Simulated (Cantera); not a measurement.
## Pyrogenic steam for wet oxidation

An isothermal, constant-pressure homogeneous reactor starts with H₂ : O₂ : N₂ = 0.89 : 1 : 0.88 (molar parts), at 1075 K and 1.00 bar.

Detailed kinetics in Cantera: GRI-Mech 3.0 (53 species, 325 reactions). The temperature is held fixed by assumption; the heat of reaction is taken as removed at once.

```
t (s)         x H₂   x O₂     x NO    x N₂O    x H₂O₂    x H₂O
--------  --------  -----  -------  -------  --------  -------
9.00e-6      0.321  0.361   <1e-12   <1e-12  2.75e-11  2.63e-8
2.63e-5      0.321  0.361   <1e-12   <1e-12   4.37e-9  5.42e-6
7.66e-5     0.0904  0.272  3.62e-7  1.07e-8   5.06e-5    0.272
0.000224    0.0604  0.261  2.25e-7  1.44e-8  0.000299    0.310
0.000652    0.0583  0.261  1.95e-7  1.48e-8  0.000446    0.313
0.00190     0.0500  0.257  2.05e-7  1.62e-8  0.000618    0.323
0.00555     0.0305  0.250  1.78e-7  2.06e-8  0.000468    0.346
0.0162     0.00976  0.242  1.15e-7  2.88e-8  0.000138    0.371
0.0473     0.00169  0.239  4.79e-8  3.63e-8   1.15e-5    0.381
0.138     0.000290  0.239  2.04e-8  3.88e-8   6.17e-7    0.382
0.403      4.75e-5  0.239  1.85e-8  3.91e-8   3.51e-8    0.383
1.17       2.79e-6  0.239  6.65e-8  3.78e-8   1.10e-9    0.383
3.43      6.62e-10  0.239  3.71e-7  3.37e-8  9.79e-10    0.383
10.0      5.52e-10  0.239  3.78e-7  2.44e-8   1.29e-9    0.383
```
x: mole fraction; the columns are a selection and need not sum to one.

Equilibrium at this temperature and pressure: H₂ 5.53e-10, O₂ 0.239, NO 5.01e-5, N₂O 2.66e-9, H₂O₂ 1.29e-9, H₂O 0.383 (gas phase only).
